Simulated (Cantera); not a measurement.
Cantera with NASA thermochemical tables; ideal gases at 1 bar, condensed phases pure. Values are per mole of reaction as written; species without (g) are pure solids or liquids, kept so even where they would boil at 1 bar.

Hg + Br₂(g) ⇌ HgBr₂, with ΔH° = -200.3 kJ and ΔS° = -151.1 J/K at 300 K.

**Question.** How far is the shortcut ΔG° ≈ ΔH°(300 K) − T·ΔS°(300 K) from the full temperature-dependent value at 498, 523, 548, 573, 598, 623, 648, 673, 698, 723, 748 K?

**Answer.** 
| T (K) | shortcut (kJ) | full (kJ) | difference (kJ) | difference in log10 K | condensed phases |
|---|---|---|---|---|---|
| 498 | -125.1 | -125.8 | 0.7 | -0.07 | Hg(l), HgBr₂(s) |
| 523 | -121.3 | -122.5 | 1.2 | -0.12 | Hg(l), HgBr₂(l) |
| 548 | -117.5 | -119.8 | 2.3 | -0.22 | Hg(l), HgBr₂(l) |
| 573 | -113.8 | -117.2 | 3.4 | -0.31 | Hg(l), HgBr₂(l) |
| 598 | -110.0 | -114.6 | 4.6 | -0.40 | Hg(l), HgBr₂(l) |
| 623 | -106.2 | -112.1 | 5.9 | -0.49 | Hg(l), HgBr₂(l) |
| 648 | -102.4 | -109.5 | 7.1 | -0.57 | Hg(l), HgBr₂(l) |
| 673 | -98.6 | -107.1 | 8.4 | -0.65 | Hg(l), HgBr₂(l) |
| 698 | -94.9 | -104.6 | 9.7 | -0.73 | Hg(l), HgBr₂(l) |
| 723 | -91.1 | -102.2 | 11.1 | -0.80 | Hg(l), HgBr₂(l) |
| 748 | -87.3 | -99.8 | 12.5 | -0.87 | Hg(l), HgBr₂(l) |
The shortcut ignores heat capacities and the phase changes listed.
